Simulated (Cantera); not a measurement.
A Cantera script and its output.

```python
import numpy as np
import cantera as ct

gas = ct.Solution("gri30.yaml")
gas.TP = 300, 34000
flame = ct.CounterflowDiffusionFlame(gas, width=0.02)
flame.fuel_inlet.X, flame.fuel_inlet.T = {'CO': 1, 'H2': 0.042, 'CH4': 0.1}, 600
flame.oxidizer_inlet.X, flame.oxidizer_inlet.T = {'O2': 0.21, 'N2': 0.79}, 575
flame.set_refine_criteria(ratio=3, slope=0.12, curve=0.24, prune=0.03)
show = ['OH', 'H', 'NO', 'CO', 'C2H2']

rows = []
print(f"{'mdot':>8s}{'a_max':>10s}{'a_mean':>10s}{'Tmax/K':>9s}" + "".join(f"{s:>11s}" for s in show) + "   (peak mole fractions)")
for i, mdot in enumerate([0.2, 0.3, 0.43, 0.62, 0.9, 1.3, 1.9, 2.8, 4]):  # kg/m2/s on the oxidiser side
    flame.oxidizer_inlet.mdot, flame.fuel_inlet.mdot = mdot, 1 * mdot
    flame.solve(loglevel=0, auto=(i == 0))
    if flame.T.max() < max(600, 575) + 100:
        print(f"{mdot:8.3g}  no burning solution found from the previous one")
        break
    dT = np.abs(np.gradient(flame.T, flame.grid))
    rows.append([flame.strain_rate("max"), flame.strain_rate("mean"), flame.T.max(),
                 *(flame.X[gas.species_index(s)].max() for s in show), max(dT[0], dT[-1]) / dT.max()])
    print(f"{mdot:8.3g}{rows[-1][0]:10.1f}{rows[-1][1]:10.1f}{rows[-1][2]:9.1f}" + "".join(f"{x:11.3e}" for x in rows[-1][3:-1]))
```

Result:

```
    mdot     a_max    a_mean   Tmax/K         OH          H         NO         CO       C2H2   (peak mole fractions)
     0.2     346.3     105.2   1884.1  6.360e-03  1.266e-02  8.216e-05  8.757e-01  4.335e-03
     0.3     501.9     157.7   1851.5  5.911e-03  1.336e-02  6.459e-05  8.757e-01  4.015e-03
    0.43     701.0     226.1   1823.5  5.517e-03  1.385e-02  4.995e-05  8.757e-01  3.570e-03
    0.62     986.5     326.0   1788.2  5.009e-03  1.397e-02  3.528e-05  8.757e-01  2.897e-03
     0.9    1395.4     473.2   1739.6  4.348e-03  1.346e-02  2.132e-05  8.757e-01  1.970e-03
     1.3    1957.5     683.5   1662.5  3.466e-03  1.180e-02  9.310e-06  8.757e-01  9.059e-04
     1.9  no burning solution found from the previous one
```

Detailed kinetics in Cantera: GRI-Mech 3.0 (53 species, 325 reactions). GRI-Mech 3.0 has no aromatics or soot, which form on the fuel side of real flames. The maximum strain rate includes the flame's own expansion and is several times the mean. A flux with no burning solution from the previous one only brackets extinction.
